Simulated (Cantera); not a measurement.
Input (Python, Cantera):

```python
import numpy as np
import cantera as ct

gas = ct.Solution("gri30.yaml")
gas.TPX = 1223, 2666, {'H2': 0.48, 'O2': 1}
reactor = ct.IdealGasConstPressureReactor(gas, energy="off", clone=False)
net = ct.ReactorNet([reactor])
net.rtol, net.atol = 1e-08, 1e-18
show = ['H2', 'O2', 'H2O', 'O', 'H2O2', 'H', 'HO2']
times = np.geomspace(0.0001, 40, 13)

steps = ct.SolutionArray(gas, extra=["t"])
rows = []
print(f"{'t/s':>10s}{'T/K':>9s}{'P/Pa':>11s}" + "".join(f"{s:>11s}" for s in show))
for t in times:
    while net.time < t:
        t_next = net.step()
        steps.append(gas.state, t=t_next)
    rows.append([np.interp(t, steps.t, y) for y in (steps.T, steps.P, *steps(*show).X.T)])
    print(f"{t:10.3e}{rows[-1][0]:9.1f}{rows[-1][1]:11.4g}" + "".join(f"{x:11.3e}" for x in rows[-1][2:]))
rate = np.gradient(steps.T, steps.t)
print("integrator steps:", len(steps.t))
if steps.T.max() > steps.T[0] + 200:
    print(f"time of steepest temperature rise: {steps.t[rate.argmax()]:.4e} s")
gas.TPX = 1223, 2666, {'H2': 0.48, 'O2': 1}
gas.equilibrate("TP")
print(f"equilibrium (TP): T = {gas.T:.1f} K  " + "  ".join(f"{s} {gas[s].X[0]:.3e}" for s in show))
```

Output:

```
       t/s      T/K       P/Pa         H2         O2        H2O          O       H2O2          H        HO2
 1.000e-04   1223.0       2666  3.243e-01  6.757e-01  4.224e-07  1.368e-07  1.977e-10  3.458e-07  6.315e-08
 2.930e-04   1223.0       2666  3.237e-01  6.754e-01  4.328e-04  1.237e-04  4.445e-09  3.074e-04  1.618e-06
 8.584e-04   1223.0       2666  2.108e-02  5.245e-01  2.478e-01  7.778e-02  8.182e-07  1.147e-01  1.906e-05
 2.515e-03   1223.0       2666  1.279e-02  5.692e-01  3.227e-01  4.016e-02  1.251e-06  4.385e-02  2.335e-05
 7.368e-03   1223.0       2666  2.273e-03  6.056e-01  3.781e-01  6.453e-03  1.244e-06  2.765e-03  1.880e-05
 2.159e-02   1223.0       2666  1.897e-04  6.119e-01  3.859e-01  5.346e-04  4.673e-07  6.508e-05  5.003e-06
 6.325e-02   1223.0       2666  2.338e-05  6.127e-01  3.868e-01  6.861e-05  1.465e-07  2.990e-06  9.095e-07
 1.853e-01   1223.0       2666  4.498e-06  6.128e-01  3.870e-01  1.371e-05  4.902e-08  2.664e-07  2.078e-07
 5.429e-01   1223.0       2666  1.121e-06  6.129e-01  3.870e-01  3.500e-06  1.698e-08  3.429e-08  6.208e-08
 1.591e+00   1223.0       2666  3.258e-07  6.129e-01  3.871e-01  1.032e-06  6.037e-09  5.487e-09  2.923e-08
 4.660e+00   1223.0       2666  1.135e-07  6.129e-01  3.871e-01  3.607e-07  2.417e-09  1.141e-09  2.654e-08
 1.365e+01   1223.0       2666  6.517e-08  6.129e-01  3.871e-01  2.055e-07  1.513e-09  4.980e-10  3.012e-08
 4.000e+01   1223.0       2666  6.194e-08  6.129e-01  3.871e-01  1.950e-07  1.451e-09  4.614e-10  3.060e-08
integrator steps: 1966
equilibrium (TP): T = 1223.0 K  H2 6.194e-08  O2 6.129e-01  H2O 3.871e-01  O 1.950e-07  H2O2 1.451e-09  H 4.613e-10  HO2 3.060e-08
```

Model: GRI-Mech 3.0 (53 species, 325 reactions), integrated in Cantera. Radical loss at walls, strong at low pressure, is not modelled. The temperature is held fixed by assumption; the heat of reaction is taken as removed at once.
